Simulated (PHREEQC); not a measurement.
Solution (25 °C): 138 mmol/kgw NaCl, 25 mmol/kgw Na2B4O7 and 140 mmol/kgw KBr. Closed to the air; pH follows from the charge balance.

Equilibrium calculation in PHREEQC: Pitzer model, pitzer.dat.

Question: The ionic strength comes out as 0.330 mol/kgw. What activity coefficients do Cl-, OH-, B(OH)4-, Na+, B4O5(OH)4-2 get?

Answer: Cl- 0.68, OH- 0.68, B(OH)4- 0.61, Na+ 0.70, B4O5(OH)4-2 0.11. Single-ion values are on the MacInnes scale.

Precipitation was switched off in this run.
